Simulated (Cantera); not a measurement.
Input (Python, Cantera) and output of one run.

```python
import numpy as np
import cantera as ct

gas_names = """
    CL CL2 H HCL H2 Si SiCL SiCL2 SiCL3 SiCL4 SiH SiHCL3 SiH2 SiH2CL2 SiH3 SiH3CL SiH4 Si2 Si3
""".split()
cond_names = """
    Si(cr) Si(L)
""".split()


# ... load() reads the species with a 1 bar reference pressure and builds the phases ...
atoms = {
    'Si': {'Si': 1},
    'HCl': {'H': 1, 'CL': 1},
}
top_T = {}  # K; cautious upper limits of use, not melting points


# ... equilibrate(T, P, feed) seeds the gas with the atoms and calls Mixture.equilibrate('TP', solver="vcs", rtol=1e-11, max_steps=5000) ...
results = []
T = 450  # K
P = 133.322  # Pa
for m in [1.8, 2.3, 2.9, 3.8, 4.9, 6.3, 8]:
    feed = {'Si': 1, 'HCl': m}  # mol
    mix = equilibrate(T, P, feed)
    results.append((T, P, feed, dict(zip(mix.species_names, mix.species_moles))))

top = {s: max(r[3][s] / sum(r[3][g] for g in gas_names) for r in results) for s in gas_names}
cols = sorted((s for s in top if top[s] > 1e-05), key=lambda s: -top[s])[:9]
seen = [c for c in cond_names if any(r[3].get(c, 0) > 1e-12 for r in results)]
print("log10 of partial pressures in bar; condensed amounts in mol")
print(f"{'n(HCl)':>10s}" + "".join(f"{s[:9]:>10s}" for s in cols + seen))
for T, P, feed, n in results:
    ng = sum(n[g] for g in gas_names)
    print(f"{feed['HCl']:10.4g}" + "".join(f"{np.log10(max(n[s] / ng * P / 1e5, 1e-99)):10.3f}" for s in cols)
          + "".join(f"{n.get(c, 0):10.4g}" for c in seen))
```

It prints:

```
log10 of partial pressures in bar; condensed amounts in mol
    n(HCl)        H2       HCL     SiCL4    SiHCL3   SiH2CL2    Si(cr)
       1.8    -3.057    -8.631    -3.377    -4.436    -7.068    0.5407
       2.3    -3.057    -8.631    -3.377    -4.436    -7.068    0.4132
       2.9    -3.057    -8.631    -3.377    -4.436    -7.068    0.2601
       3.8    -3.057    -8.631    -3.377    -4.436    -7.068   0.03044
       4.9    -3.165    -3.512    -3.466    -9.751   -17.610         0
       6.3    -3.298    -3.238    -3.599   -10.292   -18.558         0
         8    -3.419    -3.118    -3.720   -10.653   -19.160         0
```

These are equilibrium values from Cantera (NASA tables, ideal gas, pure condensed phases), not measurements of a reactor.
